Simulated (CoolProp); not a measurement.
Values from CoolProp's reference Helmholtz-energy equation of state, Gao 2016.

Question: For sulfur dioxide, give the phase and the Z, cv (kJ/(kg K)), speed of sound (m/s), Joule-Thomson coefficient (K/MPa) at 309 K and 2080 kPa.

Answer: 
- 309 K and 2080 kPa: liquid; Z 0.0387, cv 0.808, speed of sound 839, Joule-Thomson coefficient -0.173
